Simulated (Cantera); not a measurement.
Charge: 1 mol CuO, 0.97 mol CO, at 40.0 Pa.

Cantera equilibrium calculation (NASA polynomials, part measured and part estimated; ideal gas, pure solids and liquids). Candidate condensed phases: C, Cu, CuO, Cu2O; 15 gas species. Equilibrium is a limit: real reactors are often held back by kinetics, nucleation or transport.

log p: log10 of the partial pressure in bar; nothing condenses.

```
T (K)  log p Cu  log p CO2  log p CO  log p O2  log p O  log p CuO  log p Cu2
-----  --------  ---------  --------  --------  -------  ---------  ---------
1875      -3.71      -3.77     -4.69     -4.89    -6.07      -7.07      -7.09
1950      -3.71      -3.81         ?         ?        ?      -7.04          ?
2025      -3.72      -3.86     -4.34     -4.62    -5.40      -7.02      -7.53
2100      -3.74          ?         ?         ?        ?      -7.01          ?
2175      -3.75      -4.03     -4.10     -4.45    -4.86      -7.01      -7.93
2250      -3.77      -4.15     -4.02     -4.41    -4.64      -7.04      -8.12
2325      -3.78      -4.30     -3.96     -4.41    -4.44      -7.08      -8.30
```

Q: Complete the blanks.

A: 
- 2100, log p CO2: -3.93
- 2100, log p CO: -4.21
- 2100, log p O2: -4.52
- 2100, log p O: -5.12
- 2100, log p Cu2: -7.73
- 1950, log p CO: -4.50
- 1950, log p O2: -4.75
- 1950, log p O: -5.72
- 1950, log p Cu2: -7.32
